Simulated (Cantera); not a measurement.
A closed system holds: 1 mol N₂O, 5.9 mol H₂O, 0.41 mol O₂, 0.0054 mol SO₂, at 2925 °C and 1.60 bar.

Cantera equilibrium calculation (NASA polynomials, part measured and part estimated; ideal gas, pure solids and liquids). Candidate condensed phases: H₂O, H₂SO₄, S; 35 gas species. Kinetics and transport are ignored.

Base state: H₂O 0.447, OH 0.123, N₂ 0.101, O₂ 0.0980, H₂ 0.0946, H 0.0680, O 0.0530, NO 0.0146 (mole fractions); condensed: gas only.

Problem. What changes in the equilibrium state with this change: N₂O replaced by NF₃?

Solution. 
```json
[
 {"species": "H₂O", "before": "0.447", "after": "0.289"},
 {"species": "HF", "before": "0", "after": "0.288"},
 {"species": "O₂", "before": "0.0980", "after": "0.0993"},
 {"species": "N₂", "before": "0.101", "after": "0.0435"},
 {"species": "H₂", "before": "0.0946", "after": "0.0607"},
 {"species": "NO", "before": "0.0146", "after": "0.00966"},
 {"species": "H", "before": "0.0680", "after": "0.0545"},
 {"species": "OH", "before": "0.123", "after": "0.0993"},
 {"species": "O", "before": "0.0530", "after": "0.0533"},
 {"species": "F", "before": "0", "after": "0.00224"},
 {"species": "N", "before": "1.16e-5", "after": "7.61e-6"},
 {"species": "HO₂", "before": "8.00e-5", "after": "6.49e-5"},
 {"species": "SO", "before": "0.000143", "after": "0.000127"}
]
```

Problem. What changes in the equilibrium state with this change: pressure from 1.60 bar to 0.00420 bar?

Solution. 
| species | before | after |
|---|---|---|
| H | 0.0680 | 0.550 |
| O | 0.0530 | 0.350 |
| N₂ | 0.101 | 0.0493 |
| H₂O | 0.447 | 0.00134 |
| O₂ | 0.0980 | 0.0112 |
| OH | 0.123 | 0.0173 |
| H₂ | 0.0946 | 0.0163 |
| NO | 0.0146 | 0.00346 |
| HO₂ | 8.00e-5 | 1.95e-7 |
| SO₂ | 0.000428 | 2.94e-6 |
| S | 9.39e-6 | 0.000215 |
| N | 1.16e-5 | 0.000158 |
| SO | 0.000143 | 5.66e-5 |

Problem. What changes in the equilibrium state with this change: temperature from 2925 °C to 2175 °C?

Solution. 
```csv
species,before,after
H₂O,0.447,0.724
N₂,0.101,0.123
O₂,0.0980,0.109
OH,0.123,0.0249
H₂,0.0946,0.00799
H,0.0680,0.00141
O,0.0530,0.00291
NO,0.0146,0.00596
N,1.16e-5,4.96e-8
SO,0.000143,6.63e-6
```
